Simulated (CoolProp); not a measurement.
The numbers come from the reference Helmholtz-energy equation of state, Lemmon 2005 in CoolProp.

Problem. For R125, give the phase and the viscosity (µPa s) at 344.2 K and 1.01 bar.

Solution. 
- 344.2 K and 1.01 bar: gas; viscosity 14.9

Viscosity comes from a separate model (Huber 2006).
